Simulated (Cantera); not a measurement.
A perfectly stirred reactor is fed with 5.30 % CH₄, 0.170 % C₂H₆, 8.59 % O₂, 85.9 % N₂, at 10.0 bar; it is adiabatic with a 550 K inlet, and is followed from long to short residence time, starting on the burning branch (τ in s: 0.12, 0.068, 0.038, 0.021, 0.011, 0.0063, 0.0034, 0.0019, 0.001, 0.00057, 0.00031, 0.00017, 9.5e-05).

Detailed kinetics in Cantera: GRI-Mech 3.0 (53 species, 325 reactions).

**Question.** Predict: blow-out, bracketed by the residence times tried; x(CH₄) at τ = 0.120 s; x(C₂H₆) at τ = 0.120 s; x(O₂) at τ = 0.120 s; x(CH₃) at τ = 0.120 s; x(CO₂) at τ = 0.120 s; x(CH₄) at τ = 3.40 ms; x(C₂H₆) at τ = 3.40 ms; x(O₂) at τ = 3.40 ms.

**Answer.** 
```
Property                                                                       Value
------------------------------------------------  ----------------------------------
blow-out, bracketed by the residence times tried  burning at 21.0 ms, out at 11.0 ms
x(CH₄) at τ = 0.120 s                                                        0.00534
x(C₂H₆) at τ = 0.120 s                                                       6.98e-5
x(O₂) at τ = 0.120 s                                                         0.00261
x(CH₃) at τ = 0.120 s                                                        2.01e-5
x(CO₂) at τ = 0.120 s                                                         0.0305
x(CH₄) at τ = 3.40 ms                                                         0.0530
x(C₂H₆) at τ = 3.40 ms                                                       0.00170
x(O₂) at τ = 3.40 ms                                                          0.0859
```
